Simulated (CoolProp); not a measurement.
A simple Rankine cycle with R124: condensing at 299.15 K, boiler at 2.59 MPa, turbine inlet 469 K, turbine efficiency 0.75, pump efficiency 0.7, no recuperator. Each further row changes one setting.

The numbers come from the reference Helmholtz-energy equation of state, de Vries 1995 in CoolProp.

```json
[
 {"case": "as stated", "thermal efficiency (%)": "11.6", "net work (kJ/kg)": "32.2", "heat in (kJ/kg)": "278", "turbine exit temperature (K)": "417.7", "volume ratio over the turbine": "?"},
 {"case": "condensing temperature 291.15 K", "thermal efficiency (%)": "12.7", "net work (kJ/kg)": "?", "heat in (kJ/kg)": "?", "turbine exit temperature (K)": "?", "volume ratio over the turbine": "8.44"},
 {"case": "boiler pressure 1.81 MPa", "thermal efficiency (%)": "9.7", "net work (kJ/kg)": "27.5", "heat in (kJ/kg)": "284", "turbine exit temperature (K)": "?", "volume ratio over the turbine": "?"},
 {"case": "turbine efficiency 0.65", "thermal efficiency (%)": "?", "net work (kJ/kg)": "?", "heat in (kJ/kg)": "278", "turbine exit temperature (K)": "422.8", "volume ratio over the turbine": "6.69"}
]
```

Some entries are withheld; supply them.


- as stated, volume ratio over the turbine: 6.60
- condensing temperature 291.15 K, net work (kJ/kg): 36.6
- condensing temperature 291.15 K, heat in (kJ/kg): 287
- condensing temperature 291.15 K, turbine exit temperature (K): 411.9
- boiler pressure 1.81 MPa, turbine exit temperature (K): 429.2
- boiler pressure 1.81 MPa, volume ratio over the turbine: 4.52
- turbine efficiency 0.65, thermal efficiency (%): 9.9
- turbine efficiency 0.65, net work (kJ/kg): 27.6
